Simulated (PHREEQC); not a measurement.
Alkaline etch or developer: an equilibrium model

A solution holds 13 mmol/kgw CsOH, 3.5 mmol/kgw CO2 and 0.076 mmol/kgw (CH3)4NCl, at 25 °C. Closed to the air; pH follows from the charge balance.

Computed with PHREEQC (ion-association model, wateq4f.dat).

| Property | Value |
|---|---|
| pH | 11.73 |
| ionic strength | 0.0165 mol/kgw |
| total alkalinity | 13.0 meq/kg |

```json
[
 {"species": "Cs+", "molality": "0.0130", "activity": "0.0114", "log γ": "-0.056"},
 {"species": "OH-", "molality": "0.00609", "activity": "0.00534", "log γ": "-0.057"},
 {"species": "CO3-2", "molality": "0.00341", "activity": "0.00208", "log γ": "-0.213"},
 {"species": "HCO3-", "molality": "9.41e-5", "activity": "8.32e-5", "log γ": "-0.053"},
 {"species": "Cl-", "molality": "7.60e-5", "activity": "6.67e-5", "log γ": "-0.057"},
 {"species": "(CH3)4N+", "molality": "7.60e-5", "activity": "6.68e-5", "log γ": "-0.056"}
]
```

This is a speciation only: nothing precipitates in the calculation. (CH3)4N+ isn't in the database: it is added as a free cation with an ion size of 4 Å.
